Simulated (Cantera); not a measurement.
A closed system holds: 1 mol Si2Cl6, 90 mol N2, held at 1550 °C and 10.0 mbar.

Equilibrium computed with Cantera from the NASA thermochemical tables; the gas is ideal and each condensed phase is pure. Candidate condensed phases: Si, Si3N4; 13 gas species. The feed counts by its element totals alone. The tables' values for SiCl3 are old estimates; treat these amounts as uncertain. Kinetics and transport are ignored.

Base state: N2 0.963, SiCl2 0.0167, Cl 0.0155, SiCl3 0.00356, SiCl4 0.00117, Cl2 1.93e-5 (mole fractions); condensed: gas only.

### Question
What changes in the equilibrium state with this change: pressure from 10.0 mbar to 1.33 mbar?

### Answer
```json
[
 {"species": "N2", "before": "0.963", "after": "0.958"},
 {"species": "Cl", "before": "0.0155", "after": "0.0205"},
 {"species": "SiCl2", "before": "0.0167", "after": "0.0204"},
 {"species": "SiCl4", "before": "0.00117", "after": "4.48e-5"},
 {"species": "SiCl", "before": "3.99e-6", "after": "2.77e-5"},
 {"species": "SiCl3", "before": "0.00356", "after": "0.000770"},
 {"species": "Cl2", "before": "1.93e-5", "after": "4.51e-6"}
]
```
The tables' values for SiCl3, SiCl are old estimates; treat these amounts as uncertain.

### Question
What changes in the equilibrium state with this change: Si2Cl6 replaced by SiHCl3?

### Answer
| species | before | after |
|---|---|---|
| N2 | 0.963 | 0.978 |
| SiCl2 | 0.0167 | 0.0106 |
| HCl | 0 | 0.00948 |
| Cl | 0.0155 | 0.00124 |
| H2 | 0 | 0.000636 |
| H | 0 | 0.000109 |
| SiCl4 | 0.00117 | 4.84e-6 |
| Cl2 | 1.93e-5 | 1.25e-7 |
The tables' values for SiCl3, SiCl are old estimates; treat these amounts as uncertain. Further candidate phases: NH4Cl.
